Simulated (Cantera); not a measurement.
# BN + O₂ + H₂ (nitride etching)

Charge: 1 mol BN, 0.12 mol O₂, 2.3 mol H₂.

Method: chemical equilibrium by Gibbs-energy minimisation in Cantera with the NASA 1993 tables (ideal gas, pure condensed phases). Candidate condensed phases: B, BN, B₂O₃, B₃O₃H₃, H₂O; 39 gas species. Mutual solubility and eutectic melting of coexisting phases are not modelled. The numbers say what is thermodynamically allowed, not how fast it happens.

Stable condensed phases:

```
T in K \ P in Pa
              1    6.8     46    320   2200  15000 100000
   1873       A      A      B      B      B      B      C
   1823       A      D      B      B      B      B      C
   1773       A      B      B      B      B      B      C
   1723       D      B      B      B      B      C      C
   1673       B      B      B      B      B      C      C
   1623       B      B      B      B      C      C      C
   1573       B      B      B      B      C      C      C
   1523       B      B      B      C      C      C      C
   1473       B      B      B      C      C      C      C
   1423       B      B      C      C      C      C      C
   1373       B      B      C      C      C      C      C
   1323       B      C      C      C      C      C      C
   1273       C      C      C      C      C      C      C
   1223       C      C      C      C      C      C      C
```

A: B; B: BN; C: BN + B₂O₃; D: B + BN.
